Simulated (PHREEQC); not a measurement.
HCl is added in steps, without added water, to 1 kg of water holding 25 mmol/kgw CuSO4, 7.4 mmol/kgw HNO3 and 8.3 mmol/kgw FeCl3, at 25 °C. Oxygen is held at 0.21 atm. No CO2 enters from the air. The run lets Fe(OH)3(a) precipitate or redissolve, and no other solid.

Base run: PHREEQC, ion-association model, phreeqc.dat. Each further column changes one thing. The table gives pH.

```json
[
 {"HCl added (mol)": "0", "base": "2.33", "FeCl3 left out": "2.41", "FeCl3 replaced by CaCl2 at the same molality": "2.40", "CuSO4 left out": "2.07", "no solid may form": "2.33"},
 {"HCl added (mol)": "0.005375", "base": "2.10", "FeCl3 left out": "2.16", "FeCl3 replaced by CaCl2 at the same molality": "2.15", "CuSO4 left out": "1.91", "no solid may form": "2.10"},
 {"HCl added (mol)": "0.01075", "base": "1.95", "FeCl3 left out": "1.99", "FeCl3 replaced by CaCl2 at the same molality": "1.99", "CuSO4 left out": "1.78", "no solid may form": "1.95"},
 {"HCl added (mol)": "0.01613", "base": "1.83", "FeCl3 left out": "1.87", "FeCl3 replaced by CaCl2 at the same molality": "1.86", "CuSO4 left out": "1.68", "no solid may form": "1.83"},
 {"HCl added (mol)": "0.0215", "base": "1.74", "FeCl3 left out": "1.77", "FeCl3 replaced by CaCl2 at the same molality": "1.77", "CuSO4 left out": "1.60", "no solid may form": "1.74"},
 {"HCl added (mol)": "0.02687", "base": "1.66", "FeCl3 left out": "1.69", "FeCl3 replaced by CaCl2 at the same molality": "1.68", "CuSO4 left out": "1.53", "no solid may form": "1.66"},
 {"HCl added (mol)": "0.03225", "base": "1.59", "FeCl3 left out": "1.62", "FeCl3 replaced by CaCl2 at the same molality": "1.61", "CuSO4 left out": "1.47", "no solid may form": "1.59"},
 {"HCl added (mol)": "0.03762", "base": "1.53", "FeCl3 left out": "1.56", "FeCl3 replaced by CaCl2 at the same molality": "1.55", "CuSO4 left out": "1.42", "no solid may form": "1.53"},
 {"HCl added (mol)": "0.043", "base": "1.48", "FeCl3 left out": "1.50", "FeCl3 replaced by CaCl2 at the same molality": "1.50", "CuSO4 left out": "1.38", "no solid may form": "1.48"}
]
```

 Solids allowed in the column 'FeCl3 replaced by CaCl2 at the same molality': Gypsum.
